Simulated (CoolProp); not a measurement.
Methane along the isotherm -171.45 °C: density (kg/m³) from the reference equation and from simpler models built on Tc = -82.6 °C, pc = 4.599 MPa, ω = 0.011; each cubic takes its own stable root.

Computed with CoolProp (reference Helmholtz-energy equation of state, Setzmann 1991).

```
p (MPa)   phase  reference
-------  ------  ---------
0.862    liquid      437.2
1.72     liquid      437.8
2.59     liquid      438.5
3.45     liquid      439.2
4.31     liquid      439.8
5.17     liquid      440.4
6.04     liquid      441.1
6.9      liquid      441.7
```

### Question
How far does each simpler model (van der Waals, Soave-Redlich-Kwong, Peng-Robinson) lie from the reference over these 8 states: mean and median of the absolute difference, and the worst?

### Answer
- van der Waals: mean 31.0 %, median 31.0 %, worst -31.3 % at -171.45 °C and 0.862 MPa
- Soave-Redlich-Kwong: mean 0.1 %, median 0.1 %, worst +0.2 % at -171.45 °C and 6.9 MPa
- Peng-Robinson: mean 12.7 %, median 12.7 %, worst +12.7 % at -171.45 °C and 0.862 MPa
